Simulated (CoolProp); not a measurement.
Saturation properties of propylene glycol (Tc = 674.0 K, pc = 7.292 MPa, ω = 0.327).

Computed with CoolProp (reference Helmholtz-energy equation of state, Eisenbach 2021).

| T (K) | p (MPa) | vapour density (kg/m³) | liquid cp (kJ/(kg K)) |
|---|---|---|---|
| 356.6 | 0.001198 | 0.03077 | … |
| 381.8 | 0.004599 | 0.1105 | 2.954 |
| 407 | 0.01443 | … | … |
| 432.2 | 0.03848 | 0.8228 | 3.221 |
| 457.5 | 0.09025 | 1.839 | 3.355 |
| 482.7 | 0.1894 | … | 3.491 |
| 507.9 | 0.3639 | 6.917 | 3.634 |
| 533.1 | 0.6502 | 12.12 | … |
| 558.3 | 1.094 | 20.28 | … |

What belongs in the gaps?


- 356.6, liquid cp (kJ/(kg K)): 2.818
- 407, vapour density (kg/m³): 0.3259
- 407, liquid cp (kJ/(kg K)): 3.088
- 482.7, vapour density (kg/m³): 3.710
- 533.1, liquid cp (kJ/(kg K)): 3.790
- 558.3, liquid cp (kJ/(kg K)): 3.969

It boils at 461.2 K under 1 atm.
